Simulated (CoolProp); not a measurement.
Vapour-liquid equilibrium of cyclohexane (1) + ethylbenzene (2) at 1.35 MPa; x and y are mole fractions of (1).

Model: multi-fluid Helmholtz-energy mixture model, Zhou 2014 and Zhou 2012; pair parameters Bell 2016, in CoolProp.

```json
[
 {"x": "0.05", "bubble temperature (°C)": "263.3", "y at the bubble point": "0.098", "dew temperature at overall composition x (°C)": "265.9", "liquid density (mol/L)": "5.730"},
 {"x": "0.2", "bubble temperature (°C)": "248.9", "y at the bubble point": "0.350", "dew temperature at overall composition x (°C)": "257.7", "liquid density (mol/L)": "5.950"},
 {"x": "0.35", "bubble temperature (°C)": "236.4", "y at the bubble point": "0.542", "dew temperature at overall composition x (°C)": "248.9", "liquid density (mol/L)": "6.147"},
 {"x": "0.5", "bubble temperature (°C)": "225.8", "y at the bubble point": "0.687", "dew temperature at overall composition x (°C)": "239.2", "liquid density (mol/L)": "6.323"},
 {"x": "0.65", "bubble temperature (°C)": "216.8", "y at the bubble point": "0.799", "dew temperature at overall composition x (°C)": "228.6", "liquid density (mol/L)": "6.485"},
 {"x": "0.8", "bubble temperature (°C)": "209.2", "y at the bubble point": "0.892", "dew temperature at overall composition x (°C)": "216.8", "liquid density (mol/L)": "6.640"},
 {"x": "0.95", "bubble temperature (°C)": "202.3", "y at the bubble point": "0.974", "dew temperature at overall composition x (°C)": "204.3", "liquid density (mol/L)": "6.798"}
]
```

No azeotrope shows between x = 0.05 and 0.95.

The pair parameters rest on a limited set of measurements; away from them the model extrapolates.
